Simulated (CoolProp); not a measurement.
Saturated liquid density (kg/m³) of normal hydrogen: the reference equation beside estimates from Tc = -240.0 °C, pc = 1.296 MPa, ω = -0.219.

Values from CoolProp's reference Helmholtz-energy equation of state, Leachman 2009.

| T (°C) | reference | van der Waals | Peng-Robinson |
|---|---|---|---|
| -251.25 | 69.02 | 55.91 | 84.93 |
| -250.55 | 68.12 | 54.97 | 83.16 |
| -249.85 | 67.18 | 53.99 | 81.31 |
| -249.05 | 66.05 | 52.81 | 79.12 |
| -248.35 | 65.01 | 51.74 | 77.11 |
| -247.65 | 63.91 | 50.61 | 75.00 |
| -246.85 | 62.56 | 49.25 | 72.48 |
| -246.15 | 61.31 | 47.99 | 70.14 |
| -245.45 | 59.95 | 46.66 | 67.66 |
| -244.65 | 58.27 | 45.01 | 64.63 |
| -243.95 | 56.64 | 43.44 | 61.77 |
| -243.25 | 54.82 | 41.73 | 58.66 |
| -242.45 | 52.41 | 39.52 | 54.70 |
| -241.75 | 49.86 | 37.27 | 50.72 |
| -240.95 | 45.95 | 34.05 | 45.14 |

Absolute difference from the reference over all 15 rows, mean and median: van der Waals 22.0 and 21.7 %, Peng-Robinson 13.3 and 14.4 %.
